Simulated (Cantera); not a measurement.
A Cantera script and what it prints.

```python
import numpy as np
import cantera as ct

gas_names = """
    Br Br2 H HBr H2 N NH NH2 NH3 N2 N2H2 N2H4 Si SiBr SiBr2 SiBr3 SiBr4 SiH SiHBr3 SiH2 SiH2Br2 SiH3
    SiH3Br SiH4 SiN Si2 Si2N Si3
""".split()
cond_names = """
    Br2(cr) Br2(L) Si(cr) Si(L) Si3N4(a)
""".split()


# ... load() reads the species with a 1 bar reference pressure and builds the phases ...
atoms = {
    'Si': {'Si': 1},
    'HBr': {'H': 1, 'Br': 1},
    'N2': {'N': 2},
}
top_T = {'Si3N4(a)': 2400}  # K; cautious upper limits of use, not melting points


# ... equilibrate(T, P, feed) seeds the gas with the atoms and calls Mixture.equilibrate('TP', solver="vcs", rtol=1e-11, max_steps=5000) ...
results = []
feed = {'Si': 1, 'HBr': 27, 'N2': 18}  # mol
P = 133.322  # Pa
for T in [850, 900, 950, 1000, 1050, 1100, 1150, 1200, 1250, 1300, 1350, 1400, 1450]:
    mix = equilibrate(T, P, feed)
    results.append((T, P, feed, dict(zip(mix.species_names, mix.species_moles))))

top = {s: max(r[3][s] / sum(r[3][g] for g in gas_names) for r in results) for s in gas_names}
cols = sorted((s for s in top if top[s] > 1e-05), key=lambda s: -top[s])[:5]
seen = [c for c in cond_names if any(r[3].get(c, 0) > 1e-12 for r in results)]
print("log10 of partial pressures in bar; condensed amounts in mol")
print(f"{'T/K':>10s}" + "".join(f"{s[:9]:>10s}" for s in cols + seen))
for T, P, feed, n in results:
    ng = sum(n[g] for g in gas_names)
    print(f"{T:10.4g}" + "".join(f"{np.log10(max(n[s] / ng * P / 1e5, 1e-99)):10.3f}" for s in cols)
          + "".join(f"{n.get(c, 0):10.4g}" for c in seen))
```

Result:

```
log10 of partial pressures in bar; condensed amounts in mol
       T/K       HBr        N2        Br        H2     SiBr4
       850    -3.157    -3.263    -7.861    -4.217    -4.519
       900    -3.157    -3.263    -7.344    -4.217    -4.519
       950    -3.157    -3.263    -6.881    -4.217    -4.519
      1000    -3.157    -3.263    -6.463    -4.217    -4.519
      1050    -3.157    -3.263    -6.086    -4.216    -4.521
      1100    -3.158    -3.264    -5.743    -4.214    -4.526
      1150    -3.159    -3.264    -5.429    -4.213    -4.540
      1200    -3.160    -3.265    -5.140    -4.215    -4.575
      1250    -3.161    -3.268    -4.870    -4.224    -4.656
      1300    -3.164    -3.272    -4.622    -4.234    -4.808
      1350    -3.170    -3.276    -4.403    -4.228    -5.053
      1400    -3.183    -3.281    -4.221    -4.192    -5.390
      1450    -3.202    -3.286    -4.072    -4.134    -5.791
```

Equilibrium computed with Cantera from the NASA thermochemical tables; the gas is ideal and each condensed phase is pure. The tables' values for SiBr3 are old estimates; treat these amounts as uncertain.
